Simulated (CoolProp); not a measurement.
Fluorine along the isobar 19.1 bar: Z from the reference equation and from simpler models built on Tc = -128.7 °C, pc = 52.40 bar, ω = 0.045; each cubic takes its own stable root.

Computed with CoolProp (reference Helmholtz-energy equation of state, de Reuck 1990).

```csv
T (°C),phase,reference,van der Waals,Redlich-Kwong,Soave-Redlich-Kwong,Peng-Robinson
-188.65,liquid,0.06839,0.09940,0.06760,0.06809,0.06037
-169.05,liquid,0.06153,0.08965,0.06209,0.06223,0.05498
-149.45,gas,0.7575,0.8120,0.7642,0.7630,0.7480
-129.85,gas,0.8624,0.8772,0.8603,0.8603,0.8468
-110.25,gas,0.9123,0.9140,0.9087,0.9099,0.8981
-90.65,gas,0.9408,0.9373,0.9372,0.9395,0.9290
-71.15,gas,0.9586,0.9529,0.9553,0.9584,0.9491
-51.55,gas,0.9704,0.9640,0.9677,0.9713,0.9629
-31.95,gas,0.9786,0.9722,0.9763,0.9803,0.9728
-12.35,gas,0.9846,0.9783,0.9826,0.9868,0.9800
7.25,gas,0.9890,0.9830,0.9872,0.9915,0.9853
26.85,gas,0.9924,0.9866,0.9907,0.9950,0.9894
```
